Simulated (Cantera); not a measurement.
Source: NASA polynomial tables (part measured, part estimated), evaluated in Cantera. Values are per mole of reaction as written; species without (g) are pure solids or liquids, kept so even where they would boil at 1 bar.

TaO2(g) + 2 N2(g) → 2 N2O(g) + Ta, with ΔH° = 364.0 kJ and ΔS° = -182.0 J/K at 300 K.

### Question
How far is the shortcut ΔG° ≈ ΔH°(300 K) − T·ΔS°(300 K) from the full temperature-dependent value at 2198, 2298, 2398, 2498, 2598, 2698 K?

### Answer
```
T (K)  shortcut (kJ)  full (kJ)  difference (kJ)  difference in log10 K
-----  -------------  ---------  ---------------  ---------------------
2198           764.1      736.1             28.0                  -0.66
2298           782.3      751.4             30.8                  -0.70
2398           800.5      766.7             33.8                  -0.74
2498           818.7      781.8             36.9                  -0.77
2598           836.9      796.8             40.0                  -0.81
2698           855.1      811.7             43.3                  -0.84
```
The shortcut ignores the heat-capacity change of the reaction.
